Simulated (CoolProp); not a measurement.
A simple Rankine cycle with cyclopropane: condensing at 288.15 K, boiler at 4.24 MPa, turbine inlet 396.9 K, turbine efficiency 0.75, pump efficiency 0.8, no recuperator. Each further row changes one setting.

The numbers come from the reference Helmholtz-energy equation of state, Polt 1992 in CoolProp. This equation is an older, rougher fit; its heat capacities, sound speeds and derivatives of the liquid may be far off and weren't checked against measurements.

```json
[
 {"case": "as stated", "thermal efficiency (%)": "14.4", "net work (kJ/kg)": "72.9", "heat in (kJ/kg)": "507", "turbine exit temperature (K)": "299.0", "volume ratio over the turbine": "8.10"},
 {"case": "turbine inlet 416.9 K", "thermal efficiency (%)": "15.0", "net work (kJ/kg)": "84.5", "heat in (kJ/kg)": "564", "turbine exit temperature (K)": "327.8", "volume ratio over the turbine": "7.79"},
 {"case": "condensing temperature 280.15 K", "thermal efficiency (%)": "15.5", "net work (kJ/kg)": "81.7", "heat in (kJ/kg)": "526", "turbine exit temperature (K)": "290.0", "volume ratio over the turbine": "10.1"},
 {"case": "boiler pressure 2.97 MPa", "thermal efficiency (%)": "13.0", "net work (kJ/kg)": "71.2", "heat in (kJ/kg)": "547", "turbine exit temperature (K)": "325.7", "volume ratio over the turbine": "5.29"},
 {"case": "turbine efficiency 0.65", "thermal efficiency (%)": "12.3", "net work (kJ/kg)": "62.2", "heat in (kJ/kg)": "507", "turbine exit temperature (K)": "306.0", "volume ratio over the turbine": "8.36"}
]
```
